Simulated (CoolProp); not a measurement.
Computed with CoolProp (reference Helmholtz-energy equation of state, Thol 2019).

Problem. For dodecamethylpentasiloxane (MD3M), give the phase and the density (kg/m³), cp (kJ/(kg K)), isothermal compressibility (1/MPa), expansivity (1/kK) at 153.75 °C and 0.212 MPa; 153.75 °C and 0.424 MPa.

Solution. 
- 153.75 °C and 0.212 MPa: liquid; density 742, cp 1.99, isothermal compressibility 0.00464, expansivity 1.42
- 153.75 °C and 0.424 MPa: liquid; density 743, cp 1.99, isothermal compressibility 0.00458, expansivity 1.41
